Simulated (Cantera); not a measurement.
A perfectly stirred reactor is fed with CH4 : O2 : N2 = 0.02 : 0.024 : 1 (molar parts), equivalence ratio 1.7, at 0.500 bar; it is held at 1100 K, and followed from long to short residence time.

Cantera simulation using GRI-Mech 3.0 (53 species, 325 reactions); the numbers are that mechanism's predictions, not measurements. The temperature is held fixed by assumption; the heat of reaction is taken as removed at once.

**Question.** What does this change do: temperature 1100 to 1373 K?

**Answer.** 
```json
[
 {"quantity": "x(CH4) at τ = 2.90 s", "before": "0.00465", "after": "0.00181"},
 {"quantity": "x(O2) at τ = 2.90 s", "before": "0.00493", "after": "0.000569"},
 {"quantity": "x(CH2CO) at τ = 2.90 s", "before": "3.80e-5", "after": "1.37e-5"},
 {"quantity": "x(NO) at τ = 2.90 s", "before": "1.81e-10", "after": "1.80e-8"},
 {"quantity": "x(C2H4) at τ = 2.90 s", "before": "0.000487", "after": "0.000101"},
 {"quantity": "x(CH4) at τ = 14.0 ms", "before": "0.0192", "after": "0.0190"},
 {"quantity": "x(O2) at τ = 14.0 ms", "before": "0.0230", "after": "0.0229"},
 {"quantity": "x(CH2CO) at τ = 14.0 ms", "before": "<1e-12", "after": "4.13e-8"},
 {"quantity": "x(NO) at τ = 14.0 ms", "before": "<1e-12", "after": "<1e-12"},
 {"quantity": "x(C2H4) at τ = 14.0 ms", "before": "1.07e-11", "after": "5.01e-6"}
]
```

**Question.** What does this change do: temperature 1100 to 1500 K?

**Answer.** 
```json
[
 {"quantity": "x(CH4) at τ = 2.90 s", "before": "0.00465", "after": "0.00138"},
 {"quantity": "x(O2) at τ = 2.90 s", "before": "0.00493", "after": "0.000232"},
 {"quantity": "x(CH2CO) at τ = 2.90 s", "before": "3.80e-5", "after": "7.21e-6"},
 {"quantity": "x(NO) at τ = 2.90 s", "before": "1.81e-10", "after": "2.23e-7"},
 {"quantity": "x(C2H4) at τ = 2.90 s", "before": "0.000487", "after": "3.34e-5"},
 {"quantity": "x(CH4) at τ = 14.0 ms", "before": "0.0192", "after": "0.00289"},
 {"quantity": "x(O2) at τ = 14.0 ms", "before": "0.0230", "after": "0.00464"},
 {"quantity": "x(CH2CO) at τ = 14.0 ms", "before": "<1e-12", "after": "4.07e-5"},
 {"quantity": "x(NO) at τ = 14.0 ms", "before": "<1e-12", "after": "3.81e-7"},
 {"quantity": "x(C2H4) at τ = 14.0 ms", "before": "1.07e-11", "after": "0.000363"}
]
```

**Question.** What does this change do: O2 0.024 to 0.0051 parts?

**Answer.** 
| quantity | before | after |
|---|---|---|
| x(CH4) at τ = 2.90 s | 0.00465 | 0.0195 |
| x(O2) at τ = 2.90 s | 0.00493 | 0.00497 |
| x(CH2CO) at τ = 2.90 s | 3.80e-5 | 5.07e-10 |
| x(NO) at τ = 2.90 s | 1.81e-10 | <1e-12 |
| x(C2H4) at τ = 2.90 s | 0.000487 | 1.02e-7 |
| x(CH4) at τ = 14.0 ms | 0.0192 | 0.0195 |
| x(O2) at τ = 14.0 ms | 0.0230 | 0.00498 |
| x(CH2CO) at τ = 14.0 ms | <1e-12 | <1e-12 |
| x(NO) at τ = 14.0 ms | <1e-12 | <1e-12 |
| x(C2H4) at τ = 14.0 ms | 1.07e-11 | <1e-12 |
GRI-Mech 3.0 stops at C3 and has no aromatics, soot or wall deposition, so with more carbon than oxygen in the feed, carbon stays in small species such as C2H2 where larger ones or solid carbon would form.
